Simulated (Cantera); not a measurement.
A closed system holds: 1 mol Pb, 0.38 mol CO, 9.7 mol N2, at 902 °C and 10000 Pa.

Equilibrium computed with Cantera from the NASA thermochemical tables; the gas is ideal and each condensed phase is pure. Candidate condensed phases: C, Pb, PbO, PbO2, Pb3O4; 27 gas species. The numbers say what is thermodynamically allowed, not how fast it happens.

Base state: N2 0.958, CO 0.0375, Pb 0.00435 (mole fractions); condensed: C(graphite) + Pb(l).

What changes in the equilibrium state with this change: temperature from 902 °C to 500 °C?


```json
[
 {"species": "N2", "before": "0.958", "after": "0.971"},
 {"species": "CO", "before": "0.0375", "after": "0.0195"},
 {"species": "CO2", "before": "3.81e-6", "after": "0.00926"},
 {"species": "Pb", "before": "0.00435", "after": "2.32e-7"},
 {"species": "C(graphite), mol", "before": "3.86e-5", "after": "0.0925"},
 {"species": "Pb(l), mol", "before": "0.956", "after": "1.000"}
]
```
